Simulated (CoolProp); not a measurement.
Properties of hydrogen sulfide at several states (Tc = 373.1 K, pc = 8.999 MPa, ω = 0.101).

Model: reference Helmholtz-energy equation of state, Lemmon 2006, in CoolProp. It is a short technical equation, of lower accuracy than the large ones.

```
T (K)  p (MPa)   phase  cp (kJ/(kg K))  speed of sound (m/s)  isothermal compressibility (1/MPa)  expansivity (1/kK)  fugacity coefficient
-----  -------  ------  --------------  --------------------  ----------------------------------  ------------------  --------------------
739      0.592     gas           1.224                 474.8                               1.691               1.366                0.9986
472.7     6.05     gas           1.300                 367.6                              0.1858               3.109                0.9008
278.3     46.4  liquid           1.875                  1228                            0.001247               1.732               0.04977
362.1   0.0779     gas           1.031                 339.9                               12.88               2.790                0.9968
```
